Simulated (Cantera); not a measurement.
What does this Cantera script print?

```python
import numpy as np
import cantera as ct

gas = ct.Solution("gri30.yaml")
gas.TPX = 1475, 360000, {'C3H8': 1, 'O2': 10.6, 'N2': 40}
reactor = ct.IdealGasReactor(gas, energy="on", clone=False)
net = ct.ReactorNet([reactor])
net.rtol, net.atol = 1e-08, 1e-16
show = ['C3H8', 'O2', 'NO', 'NO2', 'HCO', 'CH2CO', 'CH4']
times = np.geomspace(8e-06, 9, 13)

steps = ct.SolutionArray(gas, extra=["t"])
rows = []
print(f"{'t/s':>10s}{'T/K':>9s}{'P/Pa':>11s}" + "".join(f"{s:>11s}" for s in show))
for t in times:
    while net.time < t:
        t_next = net.step()
        steps.append(gas.state, t=t_next)
    rows.append([np.interp(t, steps.t, y) for y in (steps.T, steps.P, *steps(*show).X.T)])
    print(f"{t:10.3e}{rows[-1][0]:9.1f}{rows[-1][1]:11.4g}" + "".join(f"{x:11.3e}" for x in rows[-1][2:]))
rate = np.gradient(steps.T, steps.t)
print("integrator steps:", len(steps.t))
if steps.T.max() > steps.T[0] + 200:
    print(f"time of steepest temperature rise: {steps.t[rate.argmax()]:.4e} s")
gas.TPX = 1475, 360000, {'C3H8': 1, 'O2': 10.6, 'N2': 40}
gas.equilibrate("UV")
print(f"equilibrium (UV): T = {gas.T:.1f} K  " + "  ".join(f"{s} {gas[s].X[0]:.3e}" for s in show))
```

It prints:

```
       t/s      T/K       P/Pa       C3H8         O2         NO        NO2        HCO      CH2CO        CH4
 8.000e-06   1471.8  3.597e+05  1.821e-02  2.047e-01  1.458e-12  1.674e-14  7.621e-08  3.884e-06  5.369e-05
 2.555e-05   1485.9  3.652e+05  1.316e-02  2.006e-01  3.258e-11  1.411e-12  1.280e-06  1.595e-04  5.146e-04
 8.159e-05   2627.8  6.588e+05  4.568e-49  1.043e-01  4.325e-04  6.231e-07  2.139e-09  9.898e-20  3.771e-18
 2.605e-04   2631.1  6.593e+05  2.317e-49  1.034e-01  2.218e-03  3.114e-06  1.827e-09  5.936e-20  3.303e-18
 8.320e-04   2621.8  6.568e+05  1.868e-49  1.012e-01  6.845e-03  9.573e-06  1.706e-09  5.264e-20  3.042e-18
 2.657e-03   2606.8  6.528e+05  1.303e-49  9.760e-02  1.429e-02  1.985e-05  1.525e-09  4.293e-20  2.649e-18
 8.485e-03   2599.5  6.509e+05  1.091e-49  9.590e-02  1.783e-02  2.468e-05  1.444e-09  3.880e-20  2.475e-18
 2.710e-02   2599.3  6.508e+05  1.084e-49  9.584e-02  1.794e-02  2.484e-05  1.441e-09  3.867e-20  2.469e-18
 8.653e-02   2599.3  6.508e+05  1.084e-49  9.584e-02  1.794e-02  2.484e-05  1.441e-09  3.867e-20  2.469e-18
 2.763e-01   2599.3  6.508e+05  1.084e-49  9.584e-02  1.794e-02  2.484e-05  1.441e-09  3.867e-20  2.469e-18
 8.825e-01   2599.3  6.508e+05  1.084e-49  9.584e-02  1.794e-02  2.484e-05  1.441e-09  3.867e-20  2.469e-18
 2.818e+00   2599.3  6.508e+05  1.084e-49  9.584e-02  1.794e-02  2.484e-05  1.441e-09  3.867e-20  2.469e-18
 9.000e+00   2599.3  6.508e+05  1.084e-49  9.584e-02  1.794e-02  2.484e-05  1.441e-09  3.867e-20  2.469e-18
integrator steps: 1669
time of steepest temperature rise: 4.1741e-05 s
equilibrium (UV): T = 2599.3 K  C3H8 2.105e-49  O2 9.584e-02  NO 1.794e-02  NO2 2.484e-05  HCO 1.441e-09  CH2CO 5.197e-20  CH4 3.632e-18
```

Cantera simulation using GRI-Mech 3.0 (53 species, 325 reactions); the numbers are that mechanism's predictions, not measurements. GRI-Mech 3.0 was tuned for natural gas; its chemistry of propane as a main component is partial and can be far from experiment.
